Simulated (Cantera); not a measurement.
Feed: 1 mol C2H6, 0.5 mol NH3, 1.9 mol H2, at 338 Torr.

Cantera equilibrium calculation (NASA polynomials, part measured and part estimated; ideal gas, pure solids and liquids). Candidate condensed phases: C, C6H6, C7H8, C8H18; 92 gas species. Rates play no part.

Q: What share of the C ends up in condensed phases as a function of T (K), at 1025, 1175, 1325, 1475, 1625, 1775, 1925, 2075, 2225, 2375, 2525, 2675, 2825?

A: 
```
T (K)  C condensed (%)           as
-----  ---------------  -----------
1025              91.8  C(graphite)
1175              97.7  C(graphite)
1325              99.2  C(graphite)
1475              99.6  C(graphite)
1625              99.7  C(graphite)
1775              99.5  C(graphite)
1925              99.0  C(graphite)
2075              98.0  C(graphite)
2225              96.3  C(graphite)
2375              93.4  C(graphite)
2525              88.9  C(graphite)
2675              82.2  C(graphite)
2825              72.8  C(graphite)
```
